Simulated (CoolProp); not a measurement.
Vapour-liquid equilibrium of benzene (1) + n-decane (2) at 4.9 bar; x and y are mole fractions of (1).

Model: multi-fluid Helmholtz-energy mixture model, Thol 2012 and Lemmon 2006; pair parameters Bell 2016, in CoolProp.

**Question.** Give the bubble temperature and the first vapour's composition at x = 0.2, 0.5, 0.65. Is there an azeotrope?

**Answer.** x = 0.2: 484.3 K, y = 0.568; x = 0.5: 446.6 K, y = 0.877; x = 0.65: 434.6 K, y = 0.934. No azeotrope shows between x = 0.05 and 0.95.

Pair parameters are fitted to limited data, so mixtures are less certain than the pure fluids.
